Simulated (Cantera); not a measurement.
Input: 1 mol H2S, 8.9 mol H2, held at 190000 Pa.

Equilibrium computed with Cantera from the NASA thermochemical tables; the gas is ideal and each condensed phase is pure. Candidate condensed phases: S; 7 gas species. Equilibrium is a limit: real reactors are often held back by kinetics, nucleation or transport. All values below are at 2048 K.

Base state: H2 0.910, H2S 0.0688, S2 0.0111, SH 0.00798, H 0.00155, S 0.000331 (mole fractions); condensed: gas only.

What changes in the equilibrium state with this change: pressure from 190000 Pa to 1330 Pa?


```tsv
species	before	after
H2	0.910	0.919
S2	0.0111	0.0325
H	0.00155	0.0186
H2S	0.0688	0.00994
SH	0.00798	0.0137
S	0.000331	0.00675
```
